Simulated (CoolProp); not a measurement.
Vapour-liquid equilibrium of n-decane (1) + n-dodecane (2) at 0.0119 bar; x and y are mole fractions of (1).

Model: multi-fluid Helmholtz-energy mixture model, Lemmon 2006 and Lemmon 2004; pair parameters Bell 2016, in CoolProp.

```
x      bubble temperature (K)  y at the bubble point  dew temperature at overall composition x (K)  liquid density (mol/L)
-----  ----------------------  ---------------------  --------------------------------------------  ----------------------
0.05                    358.6                  0.214                                         361.5                   4.143
0.125                   353.9                  0.439                                         360.3                   4.207
0.2                     349.8                  0.590                                         358.9                   4.270
0.275                   346.4                  0.694                                             …                   4.332
0.35                    343.5                  0.769                                         355.9                       …
0.425                   340.9                  0.824                                             …                   4.454
0.5                     338.7                  0.866                                         352.3                   4.514
0.575                   336.7                  0.899                                         350.3                   4.576
0.65                    334.9                  0.925                                         347.9                   4.637
0.725                   333.4                  0.946                                         345.3                   4.700
0.8                     331.9                  0.964                                         342.1                   4.763
0.875                       …                  0.979                                         338.2                   4.828
0.95                    329.3                      …                                         333.0                   4.894
```

Q: Some entries are withheld; supply them.

A: 
- 0.275, dew temperature at overall composition x (K): 357.5
- 0.35, liquid density (mol/L): 4.393
- 0.425, dew temperature at overall composition x (K): 354.2
- 0.875, bubble temperature (K): 330.6
- 0.95, y at the bubble point: 0.992

No azeotrope shows between x = 0.05 and 0.95.

The pair parameters rest on a limited set of measurements; away from them the model extrapolates.
